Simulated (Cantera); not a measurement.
Input (Python, Cantera) and output of one run.

```python
import numpy as np
import cantera as ct

gas_names = """
    C CO CO2 C2 C2O C3 C3O2 C4 C5 O O2 O3
""".split()
cond_names = """
    C(gr)
""".split()


# ... load() reads the species with a 1 bar reference pressure and builds the phases ...
atoms = {
    'C': {'C': 1},
    'CO2': {'C': 1, 'O': 2},
}
top_T = {'C(gr)': 4500}  # K; cautious upper limits of use, not melting points


# ... equilibrate(T, P, feed) seeds the gas with the atoms and calls Mixture.equilibrate('TP', solver="vcs", rtol=1e-11, max_steps=5000) ...
results = []
feed = {'C': 1, 'CO2': 2.7}  # mol
T = 2798.15  # K
P = 101325  # Pa
mix = equilibrate(T, P, feed)
results.append((T, P, feed, dict(zip(mix.species_names, mix.species_moles))))
x = sorted(zip(gas.X, gas.species_names), reverse=True)
print(f"T = {T:g} K  P = {P:g} Pa  gas = {mix.phase_moles(0):.4g} mol")
print("   x: " + "  ".join(f"{s} {v:.3e}" for v, s in x if v > 1e-06))
print("   condensed (mol): " + ("  ".join(f"{mix.phase(i).name} {mix.phase_moles(i):.4g}"
      for i in range(1, mix.n_phases) if mix.phase_moles(i) > 1e-12) or "none"))
```

It prints:

```
T = 2798.15 K  P = 101325 Pa  gas = 3.77 mol
   x: CO 5.616e-01  CO2 4.199e-01  O2 1.251e-02  O 5.991e-03
   condensed (mol): none
```

These are equilibrium values from Cantera (NASA tables, ideal gas, pure condensed phases), not measurements of a reactor.
